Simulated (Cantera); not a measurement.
**Thermodynamics of silicon epitaxy and polysilicon growth, feed SiCl₄ + Cl₂ + N₂**

Feed: 1 mol SiCl₄, a varied amount of Cl₂, 11 mol N₂, held at 1650 K and 26.0 mbar.

Equilibrium computed with Cantera from the NASA thermochemical tables; the gas is ideal and each condensed phase is pure. Candidate condensed phases: Si, Si₃N₄; 13 gas species. The tables' values for SiCl₃ are old estimates; treat these amounts as uncertain. Equilibrium is a limit: real reactors are often held back by kinetics, nucleation or transport.

From 0.0064 mol Cl₂ to 0.25 mol Cl₂ nothing is condensed. The main Si-bearing gas is SiCl₄ throughout.

```csv
n(Cl₂) (mol),log p N₂,log p SiCl₄,log p Cl,log p SiCl₃,log p Cl₂,log p SiCl₂,log p SiCl
0.0064,-1.63,-2.72,-3.52,-3.71,-5.37,-4.35,-9.75
0.0096,-1.63,-2.72,-3.51,-3.72,-5.35,-4.37,-9.77
0.014,-1.63,-2.72,-3.50,-3.73,-5.33,-4.39,-9.81
0.022,-1.63,-2.72,-3.47,-3.75,-5.28,-4.44,-9.87
0.033,-1.63,-2.71,-3.44,-3.78,-5.22,-4.50,-9.96
0.049,-1.63,-2.71,-3.40,-3.82,-5.13,-4.58,-10.09
0.074,-1.63,-2.70,-3.33,-3.88,-5.00,-4.71,-10.29
0.11,-1.63,-2.70,-3.24,-3.96,-4.82,-4.88,-10.55
0.17,-1.64,-2.70,-3.12,-4.08,-4.57,-5.13,-10.92
0.25,-1.64,-2.70,-2.99,-4.21,-4.32,-5.38,-11.30
```
log p: log10 of the partial pressure in bar; nothing condenses.
